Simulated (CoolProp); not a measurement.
R236FA along the isotherm 126.85 °C: Z from the reference equation and from simpler models built on Tc = 124.9 °C, pc = 3.191 MPa, ω = 0.377; each cubic takes its own stable root.

Values from CoolProp's reference Helmholtz-energy equation of state, Pan 2012.

```
p (MPa)          phase  reference  Redlich-Kwong  Peng-Robinson
-------  -------------  ---------  -------------  -------------
0.532              gas     0.9408         0.9419         0.9358
1.06               gas     0.8767         0.8791         0.8674
1.6                gas     0.8032         0.8077         0.7907
2.13               gas     0.7190         0.7264         0.7051
2.66               gas     0.6120         0.6245         0.6002
3.19               gas     0.4295         0.4472         0.4301
3.72     supercritical     0.2100         0.2641         0.2433
4.25     supercritical     0.2232         0.2745         0.2504
4.79     supercritical     0.2414         0.2919         0.2652
5.32     supercritical     0.2605         0.3110         0.2819
5.85     supercritical     0.2801         0.3310         0.2995
6.38     supercritical     0.2999         0.3513         0.3175
6.91     supercritical     0.3197         0.3717         0.3356
7.45     supercritical     0.3399         0.3925         0.3542
7.98     supercritical     0.3597         0.4128         0.3723
```
